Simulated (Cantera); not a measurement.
Tantalum, niobium, vanadium and zirconium in process gases: Ta(OEt)5 + CO2

Feed: 1 mol Ta(OEt)5, 3.3 mol CO2.

Method: chemical equilibrium by Gibbs-energy minimisation in Cantera with the NASA 1993 tables (ideal gas, pure condensed phases). Candidate condensed phases: C, C6H6, C7H8, C8H18, H2O, Ta, TaC, Ta2O5; 113 gas species. The feed counts by its element totals alone. TaC: taken at fixed stoichiometry. Condensed phases not in the tables: Ta2C. Equilibrium is a limit: real reactors are often held back by kinetics, nucleation or transport.

Stable condensed phases:

```
T in K \ P in Pa
            0.10    0.75     5.6      42     320    2400   18000  130000 1000000
   2773        A       A       A       A       A       B       A       A       A
   2623        A       A       A       A       B       B       B       B       B
   2473        A       A       A       B       B       B       B       B       B
   2323        A       B       B       B       B       B       B       B       B
   2173        B       B       B       B       B       B       B       B       B
   2023        B       B       B       B       B       B       B       B       B
   1873        B       B       B       B       B       B       B       B       B
   1723        B       B       B       B       B       B       B       B       B
   1573        B       B       B       B       B       B       B       B       B
   1423        B       B       B       B       B       B       B       B       C
   1273        B       B       B       B       B       B       B       C       C
   1123        B       B       B       B       B       C       C       C       C
```

A: TaC; B: C + TaC; C: C + Ta2O5.
